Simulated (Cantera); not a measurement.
A closed system holds: 1 mol SiF4, 18 mol N2O, 1.5 mol H2, held at 2048.15 K and 10.0 mbar.

Method: chemical equilibrium by Gibbs-energy minimisation in Cantera with the NASA 1993 tables (ideal gas, pure condensed phases). The tables' values for SiF3, SiO2 are old estimates; treat these amounts as uncertain. The tables hold silica as quartz up to 1696 K and as liquid above; real silica turns to tridymite and cristobalite and melts near 1996 K. Kinetics and transport are ignored.

```tsv
species	before	after
N2	0.604	0.611
O2	0.272	0.280
HF	0.0992	0.0924
NO	0.00868	0.000287
SiF4	0.00880	0.0109
SiF3	0.000139	<1e-9
SiO	0.000118	<1e-9
SiO2	5.74e-5	<1e-9
H	5.38e-5	<1e-9
F	0.000461	2.54e-8
O	0.00501	3.66e-7
SiO2(l), mol	0.730	0
SiO2(β-quartz), mol	0	0.680
```
Gas species are given as mole fractions.

**Question.** Which change was made?
A) H2 from 1.5 to 0.88 mol
B) temperature from 2048.15 K to 1798 K
C) temperature from 2048.15 K to 1250 K
D) pressure from 10.0 mbar to 0.100 bar

**Answer.** C, temperature from 2048.15 K to 1250 K
